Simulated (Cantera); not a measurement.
Charge: 1 mol Si₃N₄, 0.0094 mol H₂O, 18 mol H₂, held at 13300 Pa.

Method: chemical equilibrium by Gibbs-energy minimisation in Cantera with the NASA 1993 tables (ideal gas, pure condensed phases). Candidate condensed phases: H₂O, Si, SiO₂, Si₂N₂O, Si₃N₄; 35 gas species. Mutual solubility and eutectic melting of coexisting phases are not modelled. The numbers say what is thermodynamically allowed, not how fast it happens.

### Question
At 1375 °C, list the 4 most abundant gas species with their mole fractions, and the condensed phases.

### Answer
H₂ 0.995, N₂ 0.00501, H 0.000243, SiO 0.000170. Condensed: Si(s) + Si₂N₂O(s) + Si₃N₄(s).
